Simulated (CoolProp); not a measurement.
R1224YDZ along the isotherm 473.1 K: Z from the reference equation and from simpler models built on Tc = 428.7 K, pc = 3.334 MPa, ω = 0.325; each cubic takes its own stable root.

The numbers come from the reference Helmholtz-energy equation of state, Akasaka 2023 in CoolProp.

```json
[
 {"p (MPa)": "0.139", "phase": "gas", "reference": "0.9897", "Pitzer virial": "0.9898", "van der Waals": "0.9902", "Redlich-Kwong": "0.9893", "Soave-Redlich-Kwong": "0.9900", "Peng-Robinson": "0.9886"},
 {"p (MPa)": "0.278", "phase": "gas", "reference": "0.9794", "Pitzer virial": "0.9797", "van der Waals": "0.9803", "Redlich-Kwong": "0.9785", "Soave-Redlich-Kwong": "0.9799", "Peng-Robinson": "0.9770"},
 {"p (MPa)": "0.417", "phase": "gas", "reference": "0.9689", "Pitzer virial": "0.9695", "van der Waals": "0.9702", "Redlich-Kwong": "0.9675", "Soave-Redlich-Kwong": "0.9697", "Peng-Robinson": "0.9655"},
 {"p (MPa)": "0.556", "phase": "gas", "reference": "0.9583", "Pitzer virial": "0.9593", "van der Waals": "0.9599", "Redlich-Kwong": "0.9564", "Soave-Redlich-Kwong": "0.9594", "Peng-Robinson": "0.9538"},
 {"p (MPa)": "0.695", "phase": "gas", "reference": "0.9476", "Pitzer virial": "0.9492", "van der Waals": "0.9495", "Redlich-Kwong": "0.9452", "Soave-Redlich-Kwong": "0.9490", "Peng-Robinson": "0.9420"},
 {"p (MPa)": "0.834", "phase": "gas", "reference": "0.9368", "Pitzer virial": "0.9390", "van der Waals": "0.9388", "Redlich-Kwong": "0.9338", "Soave-Redlich-Kwong": "0.9385", "Peng-Robinson": "0.9302"},
 {"p (MPa)": "0.972", "phase": "gas", "reference": "0.9259", "Pitzer virial": "0.9289", "van der Waals": "0.9281", "Redlich-Kwong": "0.9224", "Soave-Redlich-Kwong": "0.9280", "Peng-Robinson": "0.9183"},
 {"p (MPa)": "1.11", "phase": "gas", "reference": "0.9150", "Pitzer virial": "0.9188", "van der Waals": "0.9171", "Redlich-Kwong": "0.9108", "Soave-Redlich-Kwong": "0.9173", "Peng-Robinson": "0.9064"},
 {"p (MPa)": "1.25", "phase": "gas", "reference": "0.9037", "Pitzer virial": "0.9085", "van der Waals": "0.9058", "Redlich-Kwong": "0.8989", "Soave-Redlich-Kwong": "0.9064", "Peng-Robinson": "0.8942"},
 {"p (MPa)": "1.39", "phase": "gas", "reference": "0.8923", "Pitzer virial": "0.8983", "van der Waals": "0.8943", "Redlich-Kwong": "0.8868", "Soave-Redlich-Kwong": "0.8954", "Peng-Robinson": "0.8819"},
 {"p (MPa)": "1.53", "phase": "gas", "reference": "0.8808", "Pitzer virial": "0.8881", "van der Waals": "0.8825", "Redlich-Kwong": "0.8746", "Soave-Redlich-Kwong": "0.8842", "Peng-Robinson": "0.8695"},
 {"p (MPa)": "1.67", "phase": "gas", "reference": "0.8691", "Pitzer virial": "0.8778", "van der Waals": "0.8704", "Redlich-Kwong": "0.8621", "Soave-Redlich-Kwong": "0.8729", "Peng-Robinson": "0.8569"}
]
```
